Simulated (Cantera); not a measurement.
Feed: 1 mol Si, 0.036 mol H2O, 13 mol H2, 0.044 mol CO2, at 950 °C and 0.100 bar.

Cantera equilibrium calculation (NASA polynomials, part measured and part estimated; ideal gas, pure solids and liquids). Mutual solubility and eutectic melting of coexisting phases are not modelled. The tables hold silica as quartz up to 1696 K and as liquid above; real silica turns to tridymite and cristobalite and melts near 1996 K. Equilibrium is a limit: real reactors are often held back by kinetics, nucleation or transport.

```tsv
species	before	after
H2	1.000	0.990
SiO	1.03e-5	0.00886
H	9.53e-7	0.000575
CO	8.23e-8	0.000559
SiH2	1.88e-8	1.68e-5
Si(s), mol	0.894	0
SiC(s), mol	0.0440	0.0366
SiO2(β-quartz), mol	0.0619	0
Si(l), mol	0	0.846
```
Gas species are given as mole fractions.

Question: Which change was made?
A. temperature from 950 °C to 1152 °C
B. temperature from 950 °C to 1450 °C
C. temperature from 950 °C to 1675 °C
D. H2O from 0.036 to 2.8 mol

Answer: B, temperature from 950 °C to 1450 °C. Gases not in the tables: Si2H6 and higher silanes
